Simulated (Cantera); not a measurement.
A Cantera script and what it prints.

```python
import numpy as np
import cantera as ct

gas_names = [...]  # 140 gases of nasa_gas.yaml made of C, Fe, H, N, O
cond_names = """
    C(gr) C6H6(L) C7H8(L) C8H18(L),n-octa Fe(a) Fe(c) Fe(d) Fe(L) FeC5O5(L) FeO(s) FeO(L) Fe(OH)2(s)
    Fe(OH)3(s) Fe2O3(s) Fe3O4(s) H2O(s) H2O(L)
""".split()


# ... load() reads the species with a 1 bar reference pressure and builds the phases ...
atoms = {
    'Fe(CO)5': {'Fe': 1, 'C': 5, 'O': 5},
    'H2': {'H': 2},
    'N2': {'N': 2},
}
top_T = {'C(gr)': 4500, 'Fe2O3(s)': 1830, 'Fe3O4(s)': 1870}  # K; cautious upper limits of use, not melting points


# ... equilibrate(T, P, feed) seeds the gas with the atoms and calls Mixture.equilibrate('TP', solver="vcs", rtol=1e-11, max_steps=5000) ...
results = []
T = 948.15  # K
P = 1333.22  # Pa
for m in [0.034, 0.06, 0.11, 0.19, 0.34, 0.61, 1.1, 2, 3.5]:
    feed = {'Fe(CO)5': 1, 'H2': m, 'N2': 0.24}  # mol
    mix = equilibrate(T, P, feed)
    results.append((T, P, feed, dict(zip(mix.species_names, mix.species_moles))))
    x = sorted(zip(gas.X, gas.species_names), reverse=True)
    print(f"T = {T:g} K  P = {P:g} Pa  n(H2) = {m:g} mol  gas = {mix.phase_moles(0):.4g} mol")
    print("   x: " + "  ".join(f"{s} {v:.3e}" for v, s in x if v > 0.0001))
    print("   condensed (mol): " + ("  ".join(f"{mix.phase(i).name} {mix.phase_moles(i):.4g}"
          for i in range(1, mix.n_phases) if mix.phase_moles(i) > 1e-12) or "none"))
```

Output:

```
T = 948.15 K  P = 1333.22 Pa  n(H2) = 0.034 mol  gas = 5.17 mol
   x: CO 9.270e-01  N2 4.642e-02  CO2 2.000e-02  H2 6.498e-03
   condensed (mol): C(gr) 0.1038  Fe(a) 1
T = 948.15 K  P = 1333.22 Pa  n(H2) = 0.06 mol  gas = 5.196 mol
   x: CO 9.225e-01  N2 4.619e-02  CO2 1.980e-02  H2 1.141e-02  H2O 1.355e-04
   condensed (mol): C(gr) 0.1036  Fe(a) 1
T = 948.15 K  P = 1333.22 Pa  n(H2) = 0.11 mol  gas = 5.247 mol
   x: CO 9.139e-01  N2 4.574e-02  H2 2.072e-02  CO2 1.944e-02  H2O 2.438e-04
   condensed (mol): C(gr) 0.1032  Fe(a) 1
T = 948.15 K  P = 1333.22 Pa  n(H2) = 0.19 mol  gas = 5.327 mol
   x: CO 9.004e-01  N2 4.505e-02  H2 3.525e-02  CO2 1.887e-02  H2O 4.087e-04
   condensed (mol): C(gr) 0.1027  Fe(a) 1
T = 948.15 K  P = 1333.22 Pa  n(H2) = 0.34 mol  gas = 5.478 mol
   x: CO 8.763e-01  H2 6.135e-02  N2 4.381e-02  CO2 1.787e-02  H2O 6.923e-04
   condensed (mol): C(gr) 0.1016  Fe(a) 1
T = 948.15 K  P = 1333.22 Pa  n(H2) = 0.61 mol  gas = 5.75 mol
   x: CO 8.359e-01  H2 1.049e-01  N2 4.174e-02  CO2 1.626e-02  H2O 1.129e-03
   condensed (mol): C(gr) 0.09985  Fe(a) 1
T = 948.15 K  P = 1333.22 Pa  n(H2) = 1.1 mol  gas = 6.242 mol
   x: CO 7.716e-01  H2 1.743e-01  N2 3.845e-02  CO2 1.385e-02  H2O 1.732e-03
   condensed (mol): C(gr) 0.09685  Fe(a) 1
T = 948.15 K  P = 1333.22 Pa  n(H2) = 2 mol  gas = 7.146 mol
   x: CO 6.761e-01  H2 2.771e-01  N2 3.359e-02  CO2 1.064e-02  H2O 2.413e-03  CH4 1.754e-04
   condensed (mol): C(gr) 0.09199  Fe(a) 1
T = 948.15 K  P = 1333.22 Pa  n(H2) = 3.5 mol  gas = 8.649 mol
   x: CO 5.606e-01  H2 4.011e-01  N2 2.775e-02  CO2 7.314e-03  H2O 2.895e-03  CH4 3.674e-04
   condensed (mol): C(gr) 0.08511  Fe(a) 1
```

Equilibrium computed with Cantera from the NASA thermochemical tables; the gas is ideal and each condensed phase is pure. Condensed phases not in the tables: cementite and carbon dissolved in iron.
